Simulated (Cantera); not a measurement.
A closed system holds: 1 mol Hg, 0.11 mol H₂, held at 377 °C and 61.0 mbar.

Cantera equilibrium calculation (NASA polynomials, part measured and part estimated; ideal gas, pure solids and liquids). Candidate condensed phases: Hg; 3 gas species. Equilibrium is a limit: real reactors are often held back by kinetics, nucleation or transport.

Base state: Hg 0.901, H₂ 0.0991 (mole fractions); condensed: gas only.

Problem. What changes in the equilibrium state with this change: Hg replaced by HgO?

Solution. 
```json
[
 {"species": "Hg", "before": "0.901", "after": "0.643"},
 {"species": "O₂", "before": "0", "after": "0.286"},
 {"species": "H₂O", "before": "0", "after": "0.0707"},
 {"species": "H₂", "before": "0.0991", "after": "<1e-9"}
]
```
Further candidate phases: H₂O, HgO.
